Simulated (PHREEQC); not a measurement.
## Reverse-osmosis reject: an equilibrium model

Model water analysis in mmol/kgw, 55 °C, pH 6.35:

| constituent | mmol/kgw |
|---|---|
| Na | 120 |
| K | 0.128 |
| Ca | 3.8 |
| Mg | 32.4 |
| Cl | 138 |
| S(6) | 8.57 |
| Alkalinity (meq/kgw) | 0.127 |
| Si | 1.5 |

Valence states are taken as typed.

Model: Pitzer model, pitzer.dat, run in PHREEQC.

Precipitation was switched off in this run.

Q: What specific conductance, osmotic coefficient, charge-balance error does the model give?

A: specific conductance 28100 µS/cm; osmotic coefficient 0.882; charge-balance error 10.7 %.

Q: In which forms is C present?

A: HCO3- 63 %, CO2 37 % of the C.

Species that the database lacks are ignored. At this temperature some constants are extrapolated from 25 °C, and those without enthalpy data are left unchanged.
